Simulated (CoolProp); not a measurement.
Saturated liquid density (kg/m³) of toluene: the reference equation beside estimates from Tc = 591.7 K, pc = 4.126 MPa, ω = 0.266. Rackett uses Z = 0.29056 − 0.08775 ω.

Model: reference Helmholtz-energy equation of state, Lemmon 2006, in CoolProp. It is a short technical equation, of lower accuracy than the large ones.

```csv
T (K),reference,Rackett,van der Waals,Redlich-Kwong,Soave-Redlich-Kwong,Peng-Robinson
289.1,870.6,859.6,509.8,757.5,773.4,869.6
300,860.4,849.9,504.6,749.0,766.0,861.8
310.8,850.3,840.1,499.4,740.2,758.4,853.7
321.7,840.0,830.1,493.9,731.1,750.4,845.2
332.5,829.8,820.0,488.4,[?],742.1,836.4
343.4,819.3,809.7,482.6,712.0,733.4,827.1
354.2,808.8,799.2,476.8,[?],724.4,[?]
365.1,798.0,788.5,470.7,691.5,715.0,807.3
```

Q: Some entries are withheld; supply them.

A: 
- 332.5, Redlich-Kwong: 721.7
- 354.2, Redlich-Kwong: 702.0
- 354.2, Peng-Robinson: 817.5

Absolute difference from the reference over all 8 rows, mean and median: Rackett 1.2 and 1.2 %, van der Waals 41.2 and 41.2 %, Redlich-Kwong 13.1 and 13.0 %, Soave-Redlich-Kwong 10.7 and 10.6 %, Peng-Robinson 0.7 and 0.7 %.
